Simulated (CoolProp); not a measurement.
Ethylene along the isobar 5.85 MPa: Z from the reference equation and from simpler models built on Tc = 282.4 K, pc = 5.042 MPa, ω = 0.087; each cubic takes its own stable root.

Model: reference Helmholtz-energy equation of state, Smukala 2000, in CoolProp.

| T (K) | phase | reference | van der Waals | Redlich-Kwong |
|---|---|---|---|---|
| 209.2 | liquid | 0.1831 | 0.2728 | 0.1924 |
| 229.3 | liquid | 0.1788 | 0.2651 | 0.1910 |
| 249.3 | liquid | 0.1794 | 0.2646 | 0.1965 |
| 269.4 | liquid | 0.1895 | 0.2765 | 0.2162 |
| 289.5 | supercritical | 0.3238 | 0.3457 | 0.3464 |
| 309.5 | supercritical | 0.6233 | 0.6082 | 0.6193 |
| 329.6 | supercritical | 0.7235 | 0.7041 | 0.7170 |
| 349.7 | supercritical | 0.7860 | 0.7631 | 0.7784 |
| 369.7 | supercritical | 0.8297 | 0.8048 | 0.8217 |
| 389.8 | supercritical | 0.8626 | 0.8366 | 0.8543 |
| 409.9 | supercritical | 0.8881 | 0.8616 | 0.8796 |
| 429.9 | supercritical | 0.9083 | 0.8816 | 0.8996 |
| 450 | supercritical | 0.9247 | 0.8982 | 0.9160 |
